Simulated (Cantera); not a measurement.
Gas-phase reforming

An isothermal, constant-pressure homogeneous reactor starts with CH₄ : CO₂ = 1 : 0.56 (molar parts), at 1325 K and 750 Torr.

Cantera simulation using GRI-Mech 3.0 (53 species, 325 reactions); the numbers are that mechanism's predictions, not measurements. GRI-Mech 3.0 stops at C3 and has no aromatics, soot or wall deposition, so with more carbon than oxygen in the feed, carbon stays in small species such as C2H2 where larger ones or solid carbon would form.

```csv
t (s),x CH₄,x CO₂,x H₂,x OH,x CH₃,x HO₂,x H
0.000800,0.641,0.359,5.04e-6,1.45e-12,8.20e-6,<1e-12,9.11e-10
0.00176,0.641,0.359,1.14e-5,1.53e-12,1.16e-5,<1e-12,9.61e-10
0.00385,0.641,0.359,2.59e-5,1.59e-12,1.25e-5,<1e-12,9.97e-10
0.00846,0.641,0.359,5.83e-5,1.69e-12,1.33e-5,<1e-12,1.06e-9
0.0186,0.641,0.359,0.000133,1.94e-12,1.47e-5,<1e-12,1.22e-9
0.0408,0.640,0.359,0.000313,2.63e-12,1.73e-5,<1e-12,1.64e-9
0.0894,0.640,0.359,0.000792,4.62e-12,2.11e-5,<1e-12,2.84e-9
0.196,0.638,0.359,0.00218,1.05e-11,2.48e-5,<1e-12,6.29e-9
0.431,0.633,0.358,0.00608,2.63e-11,2.60e-5,<1e-12,1.50e-8
0.946,0.621,0.355,0.0157,6.70e-11,2.50e-5,<1e-12,3.44e-8
2.08,0.596,0.348,0.0364,1.71e-10,2.29e-5,<1e-12,7.26e-8
4.56,0.550,0.332,0.0718,4.38e-10,2.01e-5,<1e-12,1.34e-7
10.0,0.470,0.293,0.119,1.16e-9,1.74e-5,<1e-12,2.23e-7
```
x: mole fraction; the columns are a selection and need not sum to one.

Equilibrium at this temperature and pressure: CH₄ 0.143, CO₂ 5.67e-6, H₂ 0.435, OH <1e-12, CH₃ 7.07e-6, HO₂ <1e-12, H 1.09e-6 (gas phase only).
